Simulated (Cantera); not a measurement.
A perfectly stirred reactor is fed with CH4 : C2H6 : O2 : N2 = 1 : 0.22 : 1.63 : 6.13 (molar parts), at 743 Torr; it is adiabatic with a 625 K inlet, and is followed from long to short residence time, starting on the burning branch (τ in s: 0.023, 0.013, 0.0072, 0.0041, 0.0023, 0.0013, 0.00075, 0.00043, 0.00024, 0.00014, 7.8e-05).

Cantera simulation using GRI-Mech 3.0 (53 species, 325 reactions); the numbers are that mechanism's predictions, not measurements.

Predict: blow-out, bracketed by the residence times tried; x(CH4) at τ = 23.0 ms; x(C2H6) at τ = 23.0 ms; x(O2) at τ = 23.0 ms; x(NO) at τ = 23.0 ms; x(CO) at τ = 23.0 ms; x(CH4) at τ = 1.30 ms; x(C2H6) at τ = 1.30 ms; x(O2) at τ = 1.30 ms; x(NO) at τ = 1.30 ms; x(CO) at τ = 1.30 ms.


| Item | Result |
|---|---|
| blow-out, bracketed by the residence times tried | burning at 0.430 ms, out at 0.240 ms |
| x(CH4) at τ = 23.0 ms | 0.00212 |
| x(C2H6) at τ = 23.0 ms | 2.88e-6 |
| x(O2) at τ = 23.0 ms | 0.000467 |
| x(NO) at τ = 23.0 ms | 7.49e-5 |
| x(CO) at τ = 23.0 ms | 0.103 |
| x(CH4) at τ = 1.30 ms | 0.00491 |
| x(C2H6) at τ = 1.30 ms | 4.45e-5 |
| x(O2) at τ = 1.30 ms | 0.00445 |
| x(NO) at τ = 1.30 ms | 3.00e-5 |
| x(CO) at τ = 1.30 ms | 0.0952 |
